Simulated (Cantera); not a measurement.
A freely propagating, adiabatic, planar premixed flame of H₂ : O₂ : N₂ : H₂O = 1 : 0.227 : 0.864 : 0.0034 (molar parts), unburnt at 648 K and 4.05 atm; mixture-averaged transport, grid criteria slope 0.08 and curve 0.16, no radiation.

Model: the H2/O2 subset of GRI-Mech 3.0, which has no nitrogen chemistry, integrated in Cantera. The hydrogen kinetics of GRI-Mech 3.0 are dated; newer H2 mechanisms differ, most at raised pressure. Burning velocities carry a grid error of a few per cent, more on coarse grids.

x: mole fraction of selected species; z is measured from the peak of heat release.

```json
[
 {"z (mm)": "-0.232", "T (K)": "648", "u (m/s)": "10.4", "x H₂": "0.477", "x O₂": "0.108", "x O": "<1e-8", "x H": "<1e-8", "x H₂O₂": "<1e-8", "x HO₂": "<1e-8"},
 {"z (mm)": "-0.154", "T (K)": "648", "u (m/s)": "10.4", "x H₂": "0.477", "x O₂": "0.108", "x O": "<1e-8", "x H": "<1e-8", "x H₂O₂": "<1e-8", "x HO₂": "<1e-8"},
 {"z (mm)": "-0.116", "T (K)": "648", "u (m/s)": "10.4", "x H₂": "0.477", "x O₂": "0.108", "x O": "<1e-8", "x H": "<1e-8", "x H₂O₂": "<1e-8", "x HO₂": "(withheld)"},
 {"z (mm)": "-0.0772", "T (K)": "648", "u (m/s)": "10.4", "x H₂": "0.477", "x O₂": "0.108", "x O": "1.51e-8", "x H": "1.12e-7", "x H₂O₂": "1.17e-8", "x HO₂": "2.93e-6"},
 {"z (mm)": "-0.0386", "T (K)": "698", "u (m/s)": "11.0", "x H₂": "0.469", "x O₂": "0.108", "x O": "2.02e-5", "x H": "0.000344", "x H₂O₂": "1.06e-5", "x HO₂": "0.000560"},
 {"z (mm)": "-0.0193", "T (K)": "959", "u (m/s)": "14.8", "x H₂": "0.434", "x O₂": "0.100", "x O": "0.000352", "x H": "0.00688", "x H₂O₂": "2.66e-5", "x HO₂": "0.000446"},
 {"z (mm)": "0", "T (K)": "(withheld)", "u (m/s)": "20.2", "x H₂": "(withheld)", "x O₂": "(withheld)", "x O": "(withheld)", "x H": "(withheld)", "x H₂O₂": "(withheld)", "x HO₂": "(withheld)"},
 {"z (mm)": "0.0193", "T (K)": "1623", "u (m/s)": "24.1", "x H₂": "0.289", "x O₂": "0.0267", "x O": "0.00232", "x H": "0.0559", "x H₂O₂": "2.08e-6", "x HO₂": "7.87e-5"},
 {"z (mm)": "0.0386", "T (K)": "1758", "u (m/s)": "26.0", "x H₂": "0.262", "x O₂": "0.00779", "x O": "0.00138", "x H": "0.0627", "x H₂O₂": "1.08e-6", "x HO₂": "2.22e-5"},
 {"z (mm)": "0.0772", "T (K)": "1876", "u (m/s)": "27.6", "x H₂": "0.258", "x O₂": "0.000931", "x O": "0.000713", "x H": "0.0562", "x H₂O₂": "5.42e-7", "x HO₂": "2.63e-6"},
 {"z (mm)": "0.154", "T (K)": "1982", "u (m/s)": "28.9", "x H₂": "0.265", "x O₂": "0.000189", "x O": "0.000438", "x H": "0.0429", "x H₂O₂": "2.91e-7", "x HO₂": "6.46e-7"},
 {"z (mm)": "0.309", "T (K)": "2078", "u (m/s)": "30.1", "x H₂": "0.273", "x O₂": "9.04e-5", "x O": "0.000232", "x H": "0.0298", "x H₂O₂": "1.51e-7", "x HO₂": "3.41e-7"},
 {"z (mm)": "0.618", "T (K)": "2152", "u (m/s)": "31.0", "x H₂": "0.280", "x O₂": "3.98e-5", "x O": "0.000103", "x H": "0.0191", "x H₂O₂": "7.35e-8", "x HO₂": "1.62e-7"}
]
```

Q: Complete the blanks.

A: 
- -0.116, x HO₂: 3.36e-8
- 0, T (K): 1349
- 0, x H₂: 0.358
- 0, x O₂: 0.0680
- 0, x O: 0.00197
- 0, x H: 0.0315
- 0, x H₂O₂: 7.42e-6
- 0, x HO₂: 0.000211
